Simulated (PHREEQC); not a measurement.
City or well water: speciation

A made-up water analysis in mg/kgw, 25 °C, pH 6.78, pe 2.5:

```json
[
 {"constituent": "Na", "mg/kgw": "32.8"},
 {"constituent": "K", "mg/kgw": "0.568"},
 {"constituent": "Ca", "mg/kgw": "75.5"},
 {"constituent": "Mg", "mg/kgw": "33.8"},
 {"constituent": "Cl", "mg/kgw": "98.2"},
 {"constituent": "S(6) as SO4", "mg/kgw": "220"},
 {"constituent": "Alkalinity as HCO3", "mg/kgw": "42.2"},
 {"constituent": "Br", "mg/kgw": "0.422"},
 {"constituent": "N(-3) as NH4", "mg/kgw": "0.997"},
 {"constituent": "Mn(2)", "mg/kgw": "0.057"},
 {"constituent": "Sr", "mg/kgw": "5.76"}
]
```

Valence states are taken as typed.

Computed with PHREEQC (ion-association model, wateq4f.dat).

Precipitation was switched off in this run.

Predict the ionic strength.

ionic strength 0.0118 mol/kgw.

In which forms is Mn present?

Mn+2 84 %, MnSO4 11 %, MnHCO3+ 3.3 %, MnCO3 0.7 %, MnCl+ 0.6 % of the Mn.

Complexes and solids missing from the database can't appear.
